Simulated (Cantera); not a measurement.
## Equilibrium for sublimation and decomposition of ceramics: MgO + N₂

Feed: 1 mol MgO, 6.8 mol N₂, at 0.100 bar.

Cantera equilibrium calculation (NASA polynomials, part measured and part estimated; ideal gas, pure solids and liquids). Candidate condensed phases: Mg, MgO; 13 gas species. The numbers say what is thermodynamically allowed, not how fast it happens.

| T (°C) | log p N₂ | log p Mg | log p O₂ | log p O | log p NO | n MgO(s) |
|---|---|---|---|---|---|---|
| 1377 | -1.00 | -7.56 | -9.68 | -9.43 | -7.57 | 1.000 |
| 1477 | -1.00 | -6.81 | -8.54 | -8.40 | -6.84 | 1.000 |
| 1577 | -1.00 | -6.13 | -7.54 | -7.48 | -6.19 | 1.000 |
| 1677 | -1.00 | -5.51 | -6.66 | -6.68 | -5.62 | 1.000 |
| 1777 | -1.00 | -4.95 | -5.90 | -5.96 | -5.12 | 0.999 |
| 1877 | -1.00 | -4.42 | -5.23 | -5.32 | -4.67 | 0.997 |
| 1977 | -1.00 | -3.94 | -4.64 | -4.75 | -4.28 | 0.992 |
| 2077 | -1.00 | -3.48 | -4.12 | -4.24 | -3.93 | 0.977 |
| 2177 | -1.01 | -3.06 | -3.65 | -3.77 | -3.61 | 0.939 |
| 2277 | -1.02 | -2.68 | -3.22 | -3.35 | -3.33 | 0.844 |
| 2377 | -1.04 | -2.31 | -2.84 | -2.95 | -3.08 | 0.619 |
| 2477 | -1.09 | -1.98 | -2.48 | -2.59 | -2.86 | 0.0584 |
log p: log10 of the partial pressure in bar; n: condensed amount in mol.

From 1377 °C to 2477 °C the condensed part is MgO(s). The main Mg-bearing gas is Mg throughout.
